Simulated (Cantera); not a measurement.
An isothermal, constant-pressure homogeneous reactor starts with 0.901 % CH4, 99.1 % N2, at 1925 K and 0.0263 atm.

Model: GRI-Mech 3.0 (53 species, 325 reactions), integrated in Cantera. GRI-Mech 3.0 stops at C3 and has no aromatics, soot or wall deposition, so with more carbon than oxygen in the feed, carbon stays in small species such as C2H2 where larger ones or solid carbon would form. Radical loss at walls, strong at low pressure, is not modelled.

x: mole fraction; the columns are a selection and need not sum to one.

```tsv
t (s)	x CH4	x C2H	x CH2	x CH3	x C2H6	x C2H2
5.00e-5	0.00901	<1e-12	6.63e-11	3.06e-6	1.09e-12	<1e-12
0.000168	0.00900	<1e-12	1.84e-9	1.29e-5	5.04e-11	7.89e-12
0.000561	0.00896	<1e-12	2.80e-8	5.06e-5	1.56e-9	1.78e-9
0.00188	0.00883	3.08e-11	2.36e-7	0.000176	2.50e-8	2.80e-7
0.00630	0.00822	9.91e-9	1.53e-6	0.000550	2.65e-7	3.26e-5
0.0211	___	___	___	___	___	___
0.0707	0.000857	7.57e-7	2.70e-6	0.000213	4.12e-8	0.00389
0.237	___	___	___	___	9.76e-10	0.00436
0.794	4.28e-6	1.56e-6	6.29e-8	2.11e-6	3.77e-12	0.00439
2.66	1.18e-7	2.07e-6	3.18e-9	7.75e-8	<1e-12	0.00439
8.91	1.56e-8	2.95e-6	8.41e-10	1.45e-8	<1e-12	0.00439
29.8	7.32e-9	3.25e-6	4.78e-10	7.51e-9	<1e-12	0.00439
100	7.29e-9	3.25e-6	4.77e-10	7.49e-9	<1e-12	0.00439
```

What belongs in the gaps?


- 0.0211, x CH4: 0.00451
- 0.0211, x C2H: 3.06e-7
- 0.0211, x CH2: 4.85e-6
- 0.0211, x CH3: 0.000777
- 0.0211, x C2H6: 5.47e-7
- 0.0211, x C2H2: 0.00147
- 0.237, x CH4: 8.86e-5
- 0.237, x C2H: 1.20e-6
- 0.237, x CH2: 7.36e-7
- 0.237, x CH3: 3.34e-5
